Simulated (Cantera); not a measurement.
An adiabatic, constant-pressure homogeneous reactor starts with CH4 : CO : O2 : N2 = 1 : 0.6 : 3.97 : 14.9 (molar parts), equivalence ratio 0.58, at 1550 K and 30.0 bar. Integrator tolerance rtol = 1e-08.

Detailed kinetics in Cantera: GRI-Mech 3.0 (53 species, 325 reactions). The pressure lies above the range GRI-Mech 3.0 was tuned for (to about 10 atm).

Task: What does this change do: initial temperature 1550 to 1200 K?

Result: 
```json
[
 {"quantity": "time of steepest temperature rise", "before": "40.9 µs", "after": "1.81 ms"},
 {"quantity": "temperature at 0.600 s", "before": "2652 K", "after": "2387 K"},
 {"quantity": "equilibrium temperature", "before": "2652 K", "after": "2387 K"},
 {"quantity": "x(CH4) at 0.600 s", "before": "<1e-12 (gas-phase equilibrium <1e-12)", "after": "<1e-12 (gas-phase equilibrium <1e-12)"},
 {"quantity": "x(CO) at 0.600 s", "before": "0.00399 (gas-phase equilibrium 0.00399)", "after": "0.00102 (gas-phase equilibrium 0.00102)"},
 {"quantity": "x(O2) at 0.600 s", "before": "0.0738 (gas-phase equilibrium 0.0738)", "after": "0.0768 (gas-phase equilibrium 0.0768)"},
 {"quantity": "x(C2H2) at 0.600 s", "before": "<1e-12 (gas-phase equilibrium <1e-12)", "after": "<1e-12 (gas-phase equilibrium <1e-12)"},
 {"quantity": "x(CH2O) at 0.600 s", "before": "3.64e-11 (gas-phase equilibrium 3.64e-11)", "after": "2.65e-12 (gas-phase equilibrium 2.65e-12)"},
 {"quantity": "x(C2H4) at 0.600 s", "before": "<1e-12 (gas-phase equilibrium <1e-12)", "after": "<1e-12 (gas-phase equilibrium <1e-12)"}
]
```

Task: What does this change do: 0.51 parts H2 added?

Result: 
```
quantity                                                              before                                      after
---------------------------------  -----------------------------------------  -----------------------------------------
time of steepest temperature rise                                    40.9 µs                                    11.3 µs
temperature at 0.600 s                                                2652 K                                     2743 K
equilibrium temperature                                               2652 K                                     2743 K
x(CH4) at 0.600 s                      <1e-12 (gas-phase equilibrium <1e-12)      <1e-12 (gas-phase equilibrium <1e-12)
x(CO) at 0.600 s                     0.00399 (gas-phase equilibrium 0.00399)    0.00634 (gas-phase equilibrium 0.00634)
x(O2) at 0.600 s                       0.0738 (gas-phase equilibrium 0.0738)      0.0606 (gas-phase equilibrium 0.0606)
x(C2H2) at 0.600 s                     <1e-12 (gas-phase equilibrium <1e-12)      <1e-12 (gas-phase equilibrium <1e-12)
x(CH2O) at 0.600 s                 3.64e-11 (gas-phase equilibrium 3.64e-11)  1.15e-10 (gas-phase equilibrium 1.15e-10)
x(C2H4) at 0.600 s                     <1e-12 (gas-phase equilibrium <1e-12)      <1e-12 (gas-phase equilibrium <1e-12)
```
